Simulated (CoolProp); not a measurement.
Vapour-liquid equilibrium of n-heptane (1) + o-xylene (2) at 3.61 bar; x and y are mole fractions of (1).

Computed with CoolProp (multi-fluid Helmholtz-energy mixture model, Span 2003 and Zhou 2012; pair parameters Bell 2016).

### Question
Give the bubble temperature and the first vapour's composition at x = 0.425, 0.725, 0.95. Is there an azeotrope?

### Answer
x = 0.425: 168.9 °C, y = 0.665; x = 0.725: 157.0 °C, y = 0.863; x = 0.95: 149.9 °C, y = 0.977. No azeotrope shows between x = 0.05 and 0.95.

Pair parameters are fitted to limited data, so mixtures are less certain than the pure fluids.
